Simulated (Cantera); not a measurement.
Input (Python, Cantera):

```python
import numpy as np
import cantera as ct

gas = ct.Solution("gri30.yaml")
gas.TPX = 1648, 100000, {'NO': 1, 'N2': 0.22}
reactor = ct.IdealGasConstPressureReactor(gas, energy="off", clone=False)
net = ct.ReactorNet([reactor])
net.rtol, net.atol = 1e-08, 1e-18
show = ['NO', 'O2', 'O', 'N2', 'NO2']
times = np.geomspace(3e-05, 2, 12)

steps = ct.SolutionArray(gas, extra=["t"])
rows = []
print(f"{'t/s':>10s}{'T/K':>9s}{'P/Pa':>11s}" + "".join(f"{s:>11s}" for s in show))
for t in times:
    while net.time < t:
        t_next = net.step()
        steps.append(gas.state, t=t_next)
    rows.append([np.interp(t, steps.t, y) for y in (steps.T, steps.P, *steps(*show).X.T)])
    print(f"{t:10.3e}{rows[-1][0]:9.1f}{rows[-1][1]:11.4g}" + "".join(f"{x:11.3e}" for x in rows[-1][2:]))
rate = np.gradient(steps.T, steps.t)
print("integrator steps:", len(steps.t))
if steps.T.max() > steps.T[0] + 200:
    print(f"time of steepest temperature rise: {steps.t[rate.argmax()]:.4e} s")
gas.TPX = 1648, 100000, {'NO': 1, 'N2': 0.22}
gas.equilibrate("TP")
print(f"equilibrium (TP): T = {gas.T:.1f} K  " + "  ".join(f"{s} {gas[s].X[0]:.3e}" for s in show))
```

Output:

```
       t/s      T/K       P/Pa         NO         O2          O         N2        NO2
 3.000e-05   1648.0      1e+05  8.197e-01  1.016e-09  2.591e-07  1.803e-01  7.964e-07
 8.235e-05   1648.0      1e+05  8.197e-01  3.978e-09  2.727e-07  1.803e-01  2.634e-06
 2.260e-04   1648.0      1e+05  8.197e-01  1.710e-08  2.978e-07  1.803e-01  7.746e-06
 6.205e-04   1648.0      1e+05  8.196e-01  9.971e-08  3.677e-07  1.803e-01  2.218e-05
 1.703e-03   1648.0      1e+05  8.195e-01  8.697e-07  5.629e-07  1.803e-01  6.417e-05
 4.675e-03   1648.0      1e+05  8.193e-01  1.112e-05  1.079e-06  1.804e-01  1.847e-04
 1.283e-02   1648.0      1e+05  8.186e-01  1.402e-04  1.948e-06  1.806e-01  4.108e-04
 3.523e-02   1648.0      1e+05  8.170e-01  8.526e-04  2.368e-06  1.814e-01  5.226e-04
 9.670e-02   1648.0      1e+05  8.126e-01  2.969e-03  2.659e-06  1.835e-01  5.922e-04
 2.654e-01   1648.0      1e+05  8.010e-01  8.695e-03  3.298e-06  1.894e-01  7.404e-04
 7.286e-01   1648.0      1e+05  7.705e-01  2.371e-02  4.551e-06  2.045e-01  1.008e-03
 2.000e+00   1648.0      1e+05  6.973e-01  6.003e-02  6.649e-06  2.411e-01  1.362e-03
integrator steps: 837
equilibrium (TP): T = 1648.0 K  NO 2.863e-03  O2 4.084e-01  O 1.628e-05  N2 5.887e-01  NO2 1.416e-05
```

Computed with Cantera and GRI-Mech 3.0 (53 species, 325 reactions).
